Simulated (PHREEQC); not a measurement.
A column of 0.1 m (40 cells, dispersivity 0.005 m, 720 s a shift, diffusion coefficient 3e-10 m²/s) holds 0.015 eq of the database's cation exchanger X per kg of pore water, first in equilibrium with 0.002 mol/kgw CdCl2 and 1e-05 mol/kgw HCl. It is flushed with 1 mmol/kgw LiCl, 6.7 mmol/kgw BaCl2 and 0.01 mmol/kgw HCl, at 25 °C. Values are for the last cell. The system is closed to CO2. No solid was allowed to form.

The series has 34 steps of pore volumes, from 0 to 4.963.

The numbers come from PHREEQC with the ion-association model, phreeqc.dat.

Problem. After how many pore volumes does Ba at the outlet first reach half of its feed value?

Solution. By 2.1 pore volumes.

Problem. After how many pore volumes does Li at the outlet first reach half of its feed value?

Solution. By 1.1 pore volumes.

Complexes and solids missing from the database can't appear.
